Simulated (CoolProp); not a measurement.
R227EA along the isobar 15.6 MPa: Z from the reference equation and from simpler models built on Tc = 374.9 K, pc = 2.925 MPa, ω = 0.358; each cubic takes its own stable root.

Computed with CoolProp (reference Helmholtz-energy equation of state, Lemmon 2016).

```tsv
T (K)	phase	reference
293.6	liquid	0.7294
305.7	liquid	0.7182
317.8	liquid	0.7093
329.9	liquid	0.7024
342	liquid	0.6976
354	liquid	0.6949
366.1	liquid	0.6943
378.2	supercritical	0.6959
390.3	supercritical	0.6997
402.4	supercritical	0.7058
414.5	supercritical	0.7143
426.6	supercritical	0.7251
438.7	supercritical	0.7381
450.8	supercritical	0.7533
462.9	supercritical	0.7702
475	supercritical	0.7884
```

### Question
How far does each simpler model (Soave-Redlich-Kwong, Peng-Robinson) lie from the reference over these 16 states: mean and median of the absolute difference, and the worst?

### Answer
- Soave-Redlich-Kwong: mean 7.5 %, median 7.4 %, worst +8.8 % at 462.9 K and 15.6 MPa
- Peng-Robinson: mean 3.0 %, median 3.4 %, worst -5.3 % at 305.7 K and 15.6 MPa
